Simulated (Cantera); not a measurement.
Equilibrium for aluminium nitride and oxide growth: Al + O2 + N2

Feed: 1 mol Al, 12 mol O2, 9.9 mol N2, equilibrated at 4.90 mbar.

Cantera equilibrium calculation (NASA polynomials, part measured and part estimated; ideal gas, pure solids and liquids). Candidate condensed phases: Al, AlN, Al2O3; 16 gas species. Equilibrium is a limit: real reactors are often held back by kinetics, nucleation or transport.

From 998 K to 2198 K the condensed part is Al2O3(s).

| T (K) | x O2 | x N2 | x O | x NO | n Al2O3(s) |
|---|---|---|---|---|---|
| 998 | 0.532 | 0.468 | 1.54e-9 | 3.75e-5 | 0.500 |
| 1098 | 0.532 | 0.468 | 2.47e-8 | 0.000102 | 0.500 |
| 1198 | 0.532 | 0.468 | 2.50e-7 | 0.000236 | 0.500 |
| 1298 | 0.532 | 0.468 | 1.78e-6 | 0.000479 | 0.500 |
| 1398 | 0.531 | 0.468 | 9.55e-6 | 0.000878 | 0.500 |
| 1498 | 0.531 | 0.467 | 4.11e-5 | 0.00148 | 0.500 |
| 1598 | 0.531 | 0.467 | 0.000147 | 0.00235 | 0.500 |
| 1698 | 0.530 | 0.466 | 0.000455 | 0.00352 | 0.500 |
| 1798 | 0.528 | 0.465 | 0.00124 | 0.00503 | 0.500 |
| 1898 | 0.526 | 0.464 | 0.00304 | 0.00692 | 0.500 |
| 1998 | 0.522 | 0.462 | 0.00680 | 0.00920 | 0.500 |
| 2098 | 0.515 | 0.459 | 0.0141 | 0.0118 | 0.500 |
| 2198 | 0.504 | 0.454 | 0.0271 | 0.0148 | 0.500 |
x: gas mole fraction; n: condensed amount in mol.
